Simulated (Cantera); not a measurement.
An isothermal plug-flow reactor at 598 K and 42000 Pa (inlet), inlet velocity 3.5 m/s, active area per volume 330 1/m; feed 0.872 % CO, 12.9 % O₂, 85.0 % N₂, 1.18 % H₂O, equivalence ratio 0.034.

Computed with Cantera and Deutschmann's 1995 Pt surface mechanism with GRI-Mech 3.0 gas chemistry. Catalytic surfaces can have several steady states; this one follows from the mechanism file's or the stated starting coverage. Mass transfer to the wall is taken as infinitely fast.

x: gas mole fraction; θ: surface coverage.

```
z (m)       x CO   x O₂   x H₂O     x CO₂  θ free Pt   θ O*    θ OH*    θ CO*
-------  -------  -----  ------  --------  ---------  -----  -------  -------
0.00013  0.00868  0.129  0.0118   3.94e-5     0.0376  0.200  0.00268    0.760
0.00021  0.00865  0.129  0.0118         ?     0.0381  0.207  0.00275    0.752
0.00036  0.00861  0.129  0.0118  0.000113     0.0391  0.224  0.00290    0.734
0.00059  0.00852  0.129  0.0118  0.000194     0.0410  0.259  0.00319    0.696
0.00099  0.00836  0.129  0.0118  0.000356     0.0449  0.377  0.00403    0.574
0.0017   0.00814  0.129  0.0118  0.000580     0.0185  0.938  0.00408   0.0392
0.0028   0.00810  0.129  0.0118  0.000624          ?  0.972        ?        ?
0.0046   0.00806  0.129  0.0118  0.000663    0.00901  0.979  0.00291  0.00880
0.0077   0.00801  0.129  0.0118  0.000708    0.00758  0.984  0.00267  0.00617
0.013    0.00796  0.129  0.0118  0.000764    0.00651  0.987  0.00248  0.00451
```

Problem. What belongs in the gaps?

Solution. 
- 0.00021, x CO₂: 6.45e-5
- 0.0028, θ free Pt: 0.0112
- 0.0028, θ OH*: 0.00323
- 0.0028, θ CO*: 0.0139
